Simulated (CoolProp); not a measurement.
The numbers come from the reference Helmholtz-energy equation of state, Schroeder 2014 in CoolProp.

Task: Give the vapour pressure (kPa), vapour density (kg/m³) of saturated ethanol at 18.75, 81.95, 166.15 °C.

Result: 
```
T (°C)  p (kPa)  vapour density (kg/m³)
------  -------  ----------------------
18.75      5.45                   0.104
81.95       116                    1.88
166.15     1450                    22.4
```
